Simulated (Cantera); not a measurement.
A perfectly stirred reactor is fed with H2 : O2 : N2 = 1 : 0.758 : 2.85 (molar parts), equivalence ratio 0.66, at 33000 Pa; it is adiabatic with a 750 K inlet, and is followed from long to short residence time, starting on the burning branch (τ in s: 0.13, 0.071, 0.039, 0.021, 0.012, 0.0064, 0.0035, 0.0019, 0.0011, 0.00058, 0.00032, 0.00017, 9.5e-05).

Cantera simulation using GRI-Mech 3.0 (53 species, 325 reactions); the numbers are that mechanism's predictions, not measurements.

What does this change do: pressure from 33000 Pa to 1200000 Pa?


```
quantity                                                                          before                                   after
------------------------------------------------  --------------------------------------  --------------------------------------
blow-out, bracketed by the residence times tried  burning at 95.0 µs, the shortest tried  burning at 95.0 µs, the shortest tried
x(H2) at τ = 0.130 s                                                             0.00326                                0.000595
x(O2) at τ = 0.130 s                                                              0.0595                                  0.0584
x(OH) at τ = 0.130 s                                                             0.00999                                 0.00441
x(N2O) at τ = 0.130 s                                                            1.84e-7                                 1.38e-6
x(H) at τ = 0.130 s                                                             0.000930                                 6.80e-5
x(H2) at τ = 3.50 ms                                                              0.0129                                0.000707
x(O2) at τ = 3.50 ms                                                              0.0617                                  0.0611
x(OH) at τ = 3.50 ms                                                              0.0165                                 0.00480
x(N2O) at τ = 3.50 ms                                                            7.70e-8                                 1.45e-6
x(H) at τ = 3.50 ms                                                              0.00904                                 8.48e-5
```
The hydrogen kinetics of GRI-Mech 3.0 are dated; newer H2 mechanisms differ, most at raised pressure. The pressure lies above the range GRI-Mech 3.0 was tuned for (to about 10 atm).

What does this change do: N2 2.85 to 2.2 parts?


```json
[
 {"quantity": "blow-out, bracketed by the residence times tried", "before": "burning at 95.0 µs, the shortest tried", "after": "burning at 95.0 µs, the shortest tried"},
 {"quantity": "x(H2) at τ = 0.130 s", "before": "0.00326", "after": "0.00713"},
 {"quantity": "x(O2) at τ = 0.130 s", "before": "0.0595", "after": "0.0676"},
 {"quantity": "x(OH) at τ = 0.130 s", "before": "0.00999", "after": "0.0179"},
 {"quantity": "x(N2O) at τ = 0.130 s", "before": "1.84e-7", "after": "2.53e-7"},
 {"quantity": "x(H) at τ = 0.130 s", "before": "0.000930", "after": "0.00258"},
 {"quantity": "x(H2) at τ = 3.50 ms", "before": "0.0129", "after": "0.0156"},
 {"quantity": "x(O2) at τ = 3.50 ms", "before": "0.0617", "after": "0.0716"},
 {"quantity": "x(OH) at τ = 3.50 ms", "before": "0.0165", "after": "0.0236"},
 {"quantity": "x(N2O) at τ = 3.50 ms", "before": "7.70e-8", "after": "9.50e-8"},
 {"quantity": "x(H) at τ = 3.50 ms", "before": "0.00904", "after": "0.00996"}
]
```
